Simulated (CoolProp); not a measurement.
Computed with CoolProp (reference Helmholtz-energy equation of state, Thol 2019).

Q: Give the vapour pressure (MPa), liquid density (kg/m³), enthalpy of vaporisation (kJ/kg), liquid cp (kJ/(kg K)) of saturated n-hexane at 62.75 °C.

A: 
| T (°C) | p (MPa) | liquid density (kg/m³) | enthalpy of vaporisation (kJ/kg) | liquid cp (kJ/(kg K)) |
|---|---|---|---|---|
| 62.75 | 0.0837 | 619 | 340 | 2.44 |
